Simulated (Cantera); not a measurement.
Feed: 1 mol Si(CH3)4, 0.012 mol C2H4, 17 mol H2, 0.047 mol CH4, at 7.50 Torr.

Method: chemical equilibrium by Gibbs-energy minimisation in Cantera with the NASA 1993 tables (ideal gas, pure condensed phases). Candidate condensed phases: C, C6H6, C7H8, C8H18, Si, SiC; 87 gas species. Gases not in the tables: Si2H6 and higher silanes. Equilibrium is a limit: real reactors are often held back by kinetics, nucleation or transport.

Which condensed phases are stable at each of these points (T (K)): 2000, 2050, 2100, 2150, 2200, 2250, 2300, 2350, 2400, 2450, 2500, 2550, 2600?


| T (K) | condensed phases | Si condensed (%) |
|---|---|---|
| 2000 | C(graphite) + SiC(s) | 99.3 |
| 2050 | C(graphite) + SiC(s) | 98.6 |
| 2100 | C(graphite) + SiC(s) | 97.0 |
| 2150 | C(graphite) + SiC(s) | 94.0 |
| 2200 | C(graphite) + SiC(s) | 88.0 |
| 2250 | C(graphite) + SiC(s) | 76.7 |
| 2300 | C(graphite) + SiC(s) | 55.6 |
| 2350 | C(graphite) + SiC(s) | 16.4 |
| 2400 | C(graphite) | 0.0 |
| 2450 | C(graphite) | 0.0 |
| 2500 | C(graphite) | 0.0 |
| 2550 | C(graphite) | 0.0 |
| 2600 | C(graphite) | 0.0 |

From 2000 K to 2350 K the condensed part is C(graphite) + SiC(s). From 2400 K to 2600 K the condensed part is C(graphite).
